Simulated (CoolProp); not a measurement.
R245ca at 313.75 K and 5.68 MPa is throttled through a valve to 2.66 MPa with no heat exchange. Each further row changes one setting.

Computed with CoolProp (reference Helmholtz-energy equation of state, Zhou 2016).

```json
[
 {"case": "as stated", "temperature change (K)": "+0.7", "final density (kg/m³)": "1350"},
 {"case": "outlet pressure 0.798 MPa", "temperature change (K)": "+1.1", "final density (kg/m³)": "1350"},
 {"case": "outlet pressure 3.46 MPa", "temperature change (K)": "+0.5", "final density (kg/m³)": "1360"}
]
```
